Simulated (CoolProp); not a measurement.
Vapour-liquid equilibrium of n-pentane (1) + benzene (2) at 423.6 K; x and y are mole fractions of (1).

Computed with CoolProp (multi-fluid Helmholtz-energy mixture model, Thol 2019 and Thol 2012; pair parameters Bell 2016).

```tsv
x	bubble pressure, mixture model (kPa)	bubble pressure, Raoult's law (kPa)	y, mixture model	y, Raoult's law
0.05	663.2	638.6	0.142	0.126
0.125	765.5	714.9	0.295	0.281
0.2	857.4	791.1	0.406	0.406
0.275	941.3	867.4	0.493	0.509
0.35	1019	943.6	0.564	0.595
0.425	1092	1020	0.625	0.669
0.5	1162	1096	0.680	0.732
0.575	1230	1172	0.731	0.787
0.65	1297	1249	0.780	0.835
0.725	1362	1325	0.827	0.878
0.8	1428	1401	0.873	0.916
0.875	1494	1477	0.920	0.950
0.95	1560	1554	0.968	0.981
```

The largest gap from Raoult's law is +8.5 % in bubble pressure, at x = 0.275. No azeotrope shows between x = 0.05 and 0.95.

The pair parameters rest on a limited set of measurements; away from them the model extrapolates.
